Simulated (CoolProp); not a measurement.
R152A along the isotherm 394.1 K: density (kg/m³) from the reference equation and from simpler models built on Tc = 386.4 K, pc = 4517 kPa, ω = 0.275; each cubic takes its own stable root.

Computed with CoolProp (reference Helmholtz-energy equation of state, Outcalt 1996). It is a modified Benedict-Webb-Rubin equation, recast in Helmholtz form.

```
p (kPa)          phase  reference  ideal gas  van der Waals  Redlich-Kwong  Soave-Redlich-Kwong  Peng-Robinson
-------  -------------  ---------  ---------  -------------  -------------  -------------------  -------------
3230               gas      92.82      65.11          87.56          90.54                89.98          93.02
6450     supercritical      560.3      130.0          373.9          433.8                423.1          464.6
9680     supercritical      649.6      195.1          428.8          519.0                513.2          568.3
12900    supercritical      692.4      260.0          458.0          564.6                560.3          621.9
16100    supercritical      722.0      324.5          478.5          597.0                593.4          659.2
19400    supercritical      745.7      391.1          494.8          623.1                620.0          689.1
22600    supercritical      764.7      455.6          507.7          644.0                641.2          712.9
25800    supercritical      781.1      520.1          518.6          661.9                659.3          733.1
29000    supercritical      795.5      584.6          528.1          677.5                675.2          750.7
32300    supercritical      808.8      651.1          536.7          691.7                689.6          766.7
35500    supercritical      820.5      715.6          544.2          704.2                702.2          780.6
38700    supercritical      831.3      780.1          550.9          715.5                713.6          793.2
41900    supercritical      841.2      844.6          557.0          725.8                724.1          804.7
45200    supercritical      850.8      911.1          562.8          735.6                734.0          815.6
```
